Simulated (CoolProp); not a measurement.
Properties of hydrogen sulfide along the isobar 0.101 MPa.

Computed with CoolProp (reference Helmholtz-energy equation of state, Lemmon 2006). It is a short technical equation, of lower accuracy than the large ones.

```
T (°C)  phase  density (kg/m³)  cp (kJ/(kg K))  viscosity (µPa s)
------  -----  ---------------  --------------  -----------------
22.05     gas            1.414           1.013               12.0
36.25     gas            1.347           1.016               12.6
50.45     gas            1.287           1.020               13.2
64.65     gas            1.232           1.024               13.8
78.85     gas            1.181           1.029               14.4
93.05     gas            1.135           1.034               15.0
107.25    gas            1.092           1.039               15.5
121.45    gas            1.052           1.045               16.1
135.65    gas            1.016           1.051               16.7
```

Viscosity comes from a separate model (Quiñones-Cisneros 2012).
